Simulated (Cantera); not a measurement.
Charge: 1 mol CuO, 1.6 mol H₂, 0.37 mol N₂, at 0.000950 bar.

Method: chemical equilibrium by Gibbs-energy minimisation in Cantera with the NASA 1993 tables (ideal gas, pure condensed phases). Candidate condensed phases: Cu, CuO, Cu(OH)₂, Cu₂O, H₂O; 27 gas species. The numbers say what is thermodynamically allowed, not how fast it happens.

Problem. Which condensed phases are stable at each of these points (T (K)): 1500, 1550, 1600, 1650, 1700, 1750, 1800?

Solution. 
```csv
T (K),condensed phases,Cu condensed (%)
1500,Cu(l),98.3
1550,Cu(l),96.1
1600,Cu(l),91.4
1650,Cu(l),81.5
1700,Cu(l),60.3
1750,Cu(l),9.1
1800,gas only,0.0
```

From 1500 K to 1750 K the condensed part is Cu(l). At 1800 K nothing is condensed.
